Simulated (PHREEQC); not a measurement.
0.1 g of hydrous ferric oxide (600 m²/g; 0.2 weak and 0.005 strong sites per Fe, Dzombak-Morel constants, diffuse double layer) in 1 kg of water with 0.1 mol/kgw of an inert sodium salt, at 25 °C; the pH is set by adding NaOH or the inert anion's acid. Oxygen is held at 0.21 atm. CO2 from the air is kept out. Nothing may precipitate in this run.

Model: ion-association model, wateq4f.dat, run in PHREEQC.

### Question
Predict surface charge σ (C/m²), surface potential ψ (mV) at pH = 4, 7, 8.

### Answer
```json
[
 {"pH": "4", "surface charge σ (C/m²)": "0.321", "surface potential ψ (mV)": "147"},
 {"pH": "7", "surface charge σ (C/m²)": "0.045", "surface potential ψ (mV)": "52"},
 {"pH": "8", "surface charge σ (C/m²)": "0.004", "surface potential ψ (mV)": "5"}
]
```

Complexes and solids missing from the database can't appear. The oxide is taken as insoluble; below pH 4 it would dissolve.
